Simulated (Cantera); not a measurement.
## Equilibrium for iron carbonyl, mercury and lead vapours: HgO + O₂ + N₂

Charge: 1 mol HgO, 0.85 mol O₂, 5.3 mol N₂, at 1200 K and 5.90 bar.

Cantera equilibrium calculation (NASA polynomials, part measured and part estimated; ideal gas, pure solids and liquids). Candidate condensed phases: Hg, HgO; 10 gas species. The numbers say what is thermodynamically allowed, not how fast it happens.

```yaml
x(N₂): 0.693
x(O₂): 0.176
x(Hg): 0.131
x(NO): 0.000168
x(NO₂): 6.34e-6
gas_amount: 7.650 mol
log10 activity of Hg(l) (absent): -2.39
```
